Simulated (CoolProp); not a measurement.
The numbers come from the reference Helmholtz-energy equation of state, Lemmon 2006 in CoolProp. It is a short technical equation, of lower accuracy than the large ones.

Problem. Give the vapour pressure (MPa), liquid density (kg/m³), vapour density (kg/m³), enthalpy of vaporisation (kJ/kg) of saturated isohexane at 476.3 K.

Solution. 
```tsv
T (K)	p (MPa)	liquid density (kg/m³)	vapour density (kg/m³)	enthalpy of vaporisation (kJ/kg)
476.3	2.21	404	88.3	142
```
